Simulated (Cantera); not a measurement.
Charge: 1 mol FeS2, 0.31 mol O2, at 450 °C and 180 Torr.

Cantera equilibrium calculation (NASA polynomials, part measured and part estimated; ideal gas, pure solids and liquids). Candidate condensed phases: Fe, FeO, FeS, FeSO4, FeS2, Fe2O3, Fe2(SO4)3, Fe3O4, S; 12 gas species. Gases not in the tables: S3 to S7. Rates play no part.

Base state: SO2 0.999, S2 0.000391, S2O 0.000136 (mole fractions); condensed: FeS2(s) + Fe3O4(s).

### Question
What changes in the equilibrium state with this change: temperature from 450 °C to 902 °C?

### Answer
```csv
species,before,after
S2,0.000391,0.517
SO2,0.999,0.467
S2O,0.000136,0.0159
SO,4.89e-8,0.000482
"FeS2(s), mol",0.884,0
"Fe3O4(s), mol",0.0388,0
"FeS(s), mol",0,1.00
```
FeS: taken at fixed stoichiometry.
